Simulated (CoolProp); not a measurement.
R13 along the isotherm 388 K: Z from the reference equation and from simpler models built on Tc = 303.0 K, pc = 3.973 MPa, ω = 0.175; each cubic takes its own stable root.

The numbers come from the reference Helmholtz-energy equation of state, Platzer 1990 in CoolProp. This equation is an older, rougher fit; its heat capacities, sound speeds and derivatives of the liquid may be far off and weren't checked against measurements.

```csv
p (MPa),phase,reference
0.0314,gas,0.9989
0.0461,gas,0.9983
0.0677,gas,0.9976
0.0993,gas,0.9964
0.146,gas,0.9947
0.214,gas,0.9923
0.314,gas,0.9886
0.461,gas,0.9832
0.677,gas,0.9753
0.993,gas,0.9636
1.46,gas,0.9461
2.14,gas,0.9203
3.14,gas,0.8817
4.61,supercritical,0.8246
6.77,supercritical,0.7456
9.93,supercritical,0.6687
```

How far does each simpler model (Redlich-Kwong, Peng-Robinson) lie from the reference over these 16 states: mean and median of the absolute difference, and the worst?


- Redlich-Kwong: mean 0.8 %, median 0.3 %, worst -3.3 % at 388 K and 6.77 MPa
- Peng-Robinson: mean 0.6 %, median 0.3 %, worst -2.1 % at 388 K and 4.61 MPa
